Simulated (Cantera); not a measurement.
An adiabatic, constant-pressure homogeneous reactor starts with CH₄ : O₂ : N₂ = 1 : 1.54 : 5.78 (molar parts), at 1273 K and 6.70 bar.

Detailed kinetics in Cantera: GRI-Mech 3.0 (53 species, 325 reactions).

One state of this run: T (K) = 2746; x CH₄ = 1.40e-12; x O₂ = 0.000925; x CO₂ = 0.0445; x C₂H₆ = <1e-12; x H₂ = 0.0404; x HCN = 3.46e-8; x CH₂CO = <1e-12. x: mole fraction; the columns are a selection and need not sum to one.

**Question.** Which value of t (s) does it belong to?
(A) 0.400
(B) 2.66e-5
(C) 0.000295
(D) 0.000981

**Answer.** A, 0.400
